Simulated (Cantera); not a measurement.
**Thermodynamics of silicon oxide and oxynitride deposition, feed SiCl4 + O2 + H2**

Feed: 1 mol SiCl4, 3.2 mol O2, 5.3 mol H2, equilibrated at 36.0 mbar.

Equilibrium computed with Cantera from the NASA thermochemical tables; the gas is ideal and each condensed phase is pure. Candidate condensed phases: H2O, Si, SiO2; 30 gas species. The tables hold silica as quartz up to 1696 K and as liquid above; real silica turns to tridymite and cristobalite and melts near 1996 K. Gases not in the tables: Si(OH)4. Rates play no part.

```
T (°C)  x HCl  x H2O    x O2      x Cl     x Cl2  n SiO2(β-quartz)  n SiO2(condensed)
------  -----  -----  ------  --------  --------  ----------------  -----------------
752     0.495  0.430  0.0663  0.000263   0.00793              1.00                  0
827     0.500  0.427  0.0675  0.000571   0.00512              1.00                  0
902     0.502  0.425  0.0682   0.00112   0.00344              1.00                  0
977     0.503  0.424  0.0684   0.00202   0.00241              1.00                  0
1052    0.503  0.424  0.0683   0.00339   0.00174              1.00                  0
1127    0.501  0.424  0.0680   0.00538   0.00129              1.00                  0
1202    0.499  0.425  0.0674   0.00811  0.000976              1.00                  0
1277    0.495  0.426  0.0665    0.0117  0.000752              1.00                  0
1352    0.490  0.427  0.0653    0.0162  0.000587              1.00                  0
1427    0.484  0.429  0.0637    0.0218  0.000463                 0               1.00
1502    0.477  0.430  0.0618    0.0284  0.000368                 0              1.000
```
x: gas mole fraction; n: condensed amount in mol.

From 752 °C to 1352 °C the condensed part is SiO2(β-quartz). From 1427 °C to 1502 °C the condensed part is SiO2(condensed).
